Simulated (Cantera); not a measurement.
Mixture: 12.5 % C2H4, 17.9 % O2, 67.4 % N2, 2.13 % H2O, equivalence ratio 2.1, at 3750 Torr, adiabatic and at constant pressure. Ignition delay is the time to a rise of 400 K.

Cantera simulation using GRI-Mech 3.0 (53 species, 325 reactions); the numbers are that mechanism's predictions, not measurements. GRI-Mech 3.0 was tuned for natural gas; its chemistry of ethylene as a main component is partial and can be far from experiment.

### Question
Predict: delay at 1098 K; delay at 1198 K; delay at 1298 K; delay at 1398 K; delay at 1498 K; apparent activation energy between 1398 and 1498 K.

### Answer
- delay at 1098 K = 8.08 ms
- delay at 1198 K = 0.761 ms
- delay at 1298 K = 82.6 µs
- delay at 1398 K = 16.9 µs
- delay at 1498 K = 7.24 µs
- apparent activation energy between 1398 and 1498 K = 150 kJ/mol
